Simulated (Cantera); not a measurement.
**Catalytic stagnation flow on Pt**

A jet of CH₄ : O₂ : N₂ = 0.029 : 0.073 : 0.79 (molar parts) at 300 K and 4500 Pa hits a platinum plate 3.3 cm away at a mass flux of 0.09 kg/m²/s; the plate temperature is set and raised in steps from an oxygen-covered start.

Computed with Cantera and Deutschmann's 1995 Pt surface mechanism with GRI-Mech 3.0 gas chemistry. Catalytic surfaces can have several steady states; this one follows from the mechanism file's or the stated starting coverage.

| plate T (K) | wall x CH₄ | wall x O₂ | wall x H₂O | wall x OH | wall x CO | wall x CO₂ | θ free Pt | θ O* |
|---|---|---|---|---|---|---|---|---|
| 900 | 0.0244 | 0.0646 | 0.0151 | 2.94e-8 | 1.11e-5 | 0.00993 | 0.270 | 0.729 |
| 950 | 0.0204 | 0.0561 | 0.0226 | 9.65e-8 | 1.31e-5 | 0.0148 | 0.353 | 0.647 |
| 1000 | 0.0168 | 0.0484 | 0.0293 | 2.70e-7 | 1.51e-5 | 0.0193 | 0.436 | 0.563 |
| 1050 | 0.0138 | 0.0421 | 0.0347 | 6.56e-7 | 1.72e-5 | 0.0229 | 0.518 | 0.481 |
| 1100 | 0.0116 | 0.0375 | 0.0387 | 1.43e-6 | 1.99e-5 | 0.0256 | 0.594 | 0.405 |
x: mole fraction at the wall; θ: surface coverage.
